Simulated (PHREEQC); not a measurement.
## Acid rinse or clean: an equilibrium model

A solution holds 0.0033 mol H2SO4, 0.21 mol CaCl2 and 0.071 mol KCl per kg of water, at 15 °C. Closed to the air; pH follows from the charge balance.

All values are PHREEQC results (Pitzer model, pitzer.dat), not measurements.

Each row changes one thing in this solution. This is a speciation only: nothing precipitates in the calculation.

```json
[
 {"case": "as made", "pH": "2.27", "HSO4- (mol/kgw)": "0.000105"},
 {"case": "KCl left out", "pH": "___", "HSO4- (mol/kgw)": "0.000104"},
 {"case": "CaCl2 left out", "pH": "___", "HSO4- (mol/kgw)": "0.000450"},
 {"case": "temperature from 15 to 60 °C", "pH": "___", "HSO4- (mol/kgw)": "0.000252"},
 {"case": "CaCl2 from 0.21 to 0.315 mol/kgw", "pH": "___", "HSO4- (mol/kgw)": "8.26e-5"}
]
```

Problem. What belongs in the gaps?

Solution. 
- KCl left out, pH: 2.28
- CaCl2 left out, pH: 2.30
- temperature from 15 to 60 °C, pH: 2.32
- CaCl2 from 0.21 to 0.315 mol/kgw, pH: 2.24

Away from 25 °C the constants follow the database's enthalpies or fits; those with neither stay at their 25 °C values.
